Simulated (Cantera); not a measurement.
A Cantera script and what it prints.

```python
import numpy as np
import cantera as ct

gas_names = """
    Mg MgN MgO Mg2 N NO NO2 NO3 N2 N2O O O2 O3 Si SiN SiO SiO2 Si2 Si2N Si3
""".split()
cond_names = """
    Mg(cr) Mg(L) MgO(s) MgO(L) MgSiO3(I) MgSiO3(II) MgSiO3(III) MgSiO3(L) Mg2SiO4(s) Mg2SiO4(L) Si(cr)
    Si(L) SiO2(Lqz) SiO2(hqz) SiO2(L) Si2N2O(s) Si3N4(a)
""".split()


# ... load() reads the species with a 1 bar reference pressure and builds the phases ...
atoms = {
    'SiO2': {'Si': 1, 'O': 2},
    'MgO': {'Mg': 1, 'O': 1},
    'N2': {'N': 2},
}
top_T = {'Si2N2O(s)': 2100, 'Si3N4(a)': 2400}  # K; cautious upper limits of use, not melting points


# ... equilibrate(T, P, feed) seeds the gas with the atoms and calls Mixture.equilibrate('TP', solver="vcs", rtol=1e-11, max_steps=5000) ...
results = []
feed = {'SiO2': 1, 'MgO': 1.5, 'N2': 1.8}  # mol
T = 1498  # K
P = 13332.2  # Pa
mix = equilibrate(T, P, feed)
results.append((T, P, feed, dict(zip(mix.species_names, mix.species_moles))))
print(gas.report(threshold=1e-05))
for i in range(1, mix.n_phases):
    print(f"{mix.phase(i).name:16s} {mix.phase_moles(i):12.5e} mol")
```

Output:

```
       temperature   1498 K
          pressure   13332 Pa
           density   0.029987 kg/m^3
  mean mol. weight   28.014 kg/kmol
   phase of matter   gas

                          1 kg             1 kmol
                     ---------------   ---------------
          enthalpy        1.3671e+06        3.8299e+07  J
   internal energy        9.2254e+05        2.5844e+07  J
           entropy            9229.7        2.5856e+05  J/K
    Gibbs function       -1.2459e+07       -3.4903e+08  J
 heat capacity c_p            1240.8             34760  J/K
 heat capacity c_v            944.02             26446  J/K

                      mass frac. Y      mole frac. X     chem. pot. / RT
                     ---------------   ---------------   ---------------
                N2                 1                 1           -28.023
     [  +19 minor]        3.1028e-08        2.3951e-08

Mg(L)             0.00000e+00 mol
MgO(s)            0.00000e+00 mol
MgSiO3(III)       5.00000e-01 mol
Mg2SiO4(s)        5.00000e-01 mol
Si(cr)            0.00000e+00 mol
SiO2(hqz)         0.00000e+00 mol
Si2N2O(s)         0.00000e+00 mol
Si3N4(a)          0.00000e+00 mol
```

Equilibrium computed with Cantera from the NASA thermochemical tables; the gas is ideal and each condensed phase is pure. Mutual solubility and eutectic melting of coexisting phases are not modelled. Condensed phases not in the tables: alloys, solid solutions and most ternary compounds.
